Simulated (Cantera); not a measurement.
A counterflow diffusion flame at 130000 Pa, nozzles 20 mm apart: fuel side CH₄ : C₂H₆ = 1 : 0.21 (molar parts) at 500 K, oxidiser side O₂ : N₂ = 0.19 : 0.81 (molar parts) at 425 K, fuel mass flux 0.65 times the oxidiser's; mixture-averaged transport, no radiation.

Computed with Cantera and GRI-Mech 3.0 (53 species, 325 reactions). GRI-Mech 3.0 has no aromatics or soot, which form on the fuel side of real flames. The maximum strain rate includes the flame's own expansion and is several times the mean. A flux with no burning solution from the previous one only brackets extinction.

x: mole fraction; the columns are a selection and need not sum to one.

```json
[
 {"oxidiser flux (kg/m²/s)": "0.33", "max strain (1/s)": "156", "mean strain (1/s)": "34.2", "T max (K)": "2027", "peak x OH": "0.00570", "peak x H": "0.00285", "peak x NO": "0.000200", "peak x CO": "0.0417", "peak x C₂H₂": "?"},
 {"oxidiser flux (kg/m²/s)": "0.53", "max strain (1/s)": "244", "mean strain (1/s)": "54.8", "T max (K)": "2008", "peak x OH": "0.00573", "peak x H": "0.00309", "peak x NO": "0.000178", "peak x CO": "0.0417", "peak x C₂H₂": "?"},
 {"oxidiser flux (kg/m²/s)": "0.85", "max strain (1/s)": "375", "mean strain (1/s)": "88.0", "T max (K)": "1986", "peak x OH": "0.00566", "peak x H": "0.00330", "peak x NO": "0.000149", "peak x CO": "0.0419", "peak x C₂H₂": "?"},
 {"oxidiser flux (kg/m²/s)": "1.4", "max strain (1/s)": "589", "mean strain (1/s)": "145", "T max (K)": "1957", "peak x OH": "0.00546", "peak x H": "0.00347", "peak x NO": "0.000114", "peak x CO": "0.0426", "peak x C₂H₂": "?"},
 {"oxidiser flux (kg/m²/s)": "2.2", "max strain (1/s)": "890", "mean strain (1/s)": "228", "T max (K)": "1921", "peak x OH": "0.00505", "peak x H": "0.00348", "peak x NO": "7.83e-5", "peak x CO": "0.0435", "peak x C₂H₂": "?"},
 {"oxidiser flux (kg/m²/s)": "3.6", "max strain (1/s)": "1400", "mean strain (1/s)": "373", "T max (K)": "1862", "peak x OH": "0.00422", "peak x H": "0.00316", "peak x NO": "3.80e-5", "peak x CO": "0.0451", "peak x C₂H₂": "?"}
]
```

Question: What belongs in the gaps?

Answer: 
- 0.33, peak x C₂H₂: 0.0164
- 0.53, peak x C₂H₂: 0.0149
- 0.85, peak x C₂H₂: 0.0132
- 1.4, peak x C₂H₂: 0.0113
- 2.2, peak x C₂H₂: 0.00927
- 3.6, peak x C₂H₂: 0.00637
